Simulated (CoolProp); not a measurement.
A single-stage vapour-compression cycle with ethane: evaporating at 197.15 K (dew point), condensing at 225.15 K (bubble point), superheat 0 K, subcooling 5 K, compressor efficiency 0.8, no pressure losses. Each further row changes one setting.

The numbers come from the reference Helmholtz-energy equation of state, Bücker 2006 in CoolProp.

| case | cooling COP | pressure ratio | discharge temperature (K) | refrigerating effect (kJ/kg) | volumetric capacity (kJ/m³) |
|---|---|---|---|---|---|
| as stated | ? | 3.11 | 256.4 | 413 | 1520 |
| evaporating temperature 202.15 K | 6.50 | ? | 249.8 | ? | 1910 |
| condensing temperature 220.15 K | 6.35 | ? | ? | 426 | 1570 |
| subcooling 10 K | 5.26 | 3.11 | 256.4 | 426 | 1570 |
| superheat 10 K | 5.00 | 3.11 | 267.9 | 428 | 1490 |
| compressor efficiency 0.7 | ? | 3.11 | ? | 413 | 1520 |

Problem. Fill in the missing entries.

Solution. 
- as stated, cooling COP: 5.10
- evaporating temperature 202.15 K, pressure ratio: 2.48
- evaporating temperature 202.15 K, refrigerating effect (kJ/kg): 418
- condensing temperature 220.15 K, pressure ratio: 2.60
- condensing temperature 220.15 K, discharge temperature (K): 246.5
- compressor efficiency 0.7, cooling COP: 4.46
- compressor efficiency 0.7, discharge temperature (K): 263.1
